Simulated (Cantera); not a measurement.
# Premixed flame

A freely propagating, adiabatic, planar premixed flame of 31.4 % H₂, 14.3 % O₂, 53.6 % N₂, 0.721 % H₂O, equivalence ratio 1.1, unburnt at 323 K and 10.0 bar; mixture-averaged transport, grid criteria slope 0.08 and curve 0.16, no radiation.

Model: the H2/O2 subset of GRI-Mech 3.0, which has no nitrogen chemistry, integrated in Cantera. The hydrogen kinetics of GRI-Mech 3.0 are dated; newer H2 mechanisms differ, most at raised pressure. Burning velocities carry a grid error of a few per cent, more on coarse grids.

| z (mm) | T (K) | u (m/s) | x H₂ | x O₂ | x HO₂ | x H₂O₂ | x H₂O | x O |
|---|---|---|---|---|---|---|---|---|
| -0.0701 | 323 | 2.00 | 0.314 | 0.143 | <1e-8 | <1e-8 | 0.00722 | <1e-8 |
| -0.0468 | 323 | 2.00 | 0.313 | 0.143 | 1.33e-8 | <1e-8 | 0.00722 | <1e-8 |
| -0.0351 | 324 | 2.00 | 0.312 | 0.143 | 1.65e-7 | 5.47e-8 | 0.00725 | <1e-8 |
| -0.0234 | 331 | 2.02 | 0.304 | 0.145 | 4.62e-6 | 1.54e-6 | 0.00754 | 6.98e-8 |
| -0.0117 | 479 | 2.77 | 0.256 | 0.149 | 0.000478 | 0.000104 | 0.0201 | 4.98e-6 |
| -0.00585 | 889 | 4.95 | 0.198 | 0.134 | 0.00158 | 0.000260 | 0.0704 | 0.000176 |
| 0 | 1387 | 7.56 | 0.136 | 0.0958 | 0.000758 | 8.00e-5 | 0.153 | 0.00140 |
| 0.00585 | 1719 | 9.32 | 0.0877 | 0.0560 | 0.000339 | 7.26e-6 | 0.225 | 0.00288 |
| 0.0117 | 1907 | 10.3 | 0.0613 | 0.0317 | 0.000159 | 4.33e-6 | 0.266 | 0.00333 |
| 0.0234 | 2091 | 11.2 | 0.0442 | 0.0144 | 5.62e-5 | 2.59e-6 | 0.296 | 0.00294 |
| 0.0468 | 2238 | 12.0 | 0.0372 | 0.00773 | 2.27e-5 | 1.60e-6 | 0.313 | 0.00175 |
| 0.0935 | 2339 | 12.4 | 0.0323 | 0.00434 | 9.23e-6 | 9.94e-7 | 0.325 | 0.000832 |
| 0.187 | 2400 | 12.7 | 0.0285 | 0.00228 | 3.55e-6 | 5.76e-7 | 0.333 | 0.000381 |
x: mole fraction of selected species; z is measured from the peak of heat release.

```json
{
  "laminar_burning_velocity": "200 cm/s",
  "thermal_thickness": "0.0234 mm",
  "peak x(HO₂)": "0.00163",
  "peak x(H₂O₂)": "0.000260",
  "peak x(O)": "0.00335",
  "grid_points": "114"
}
```
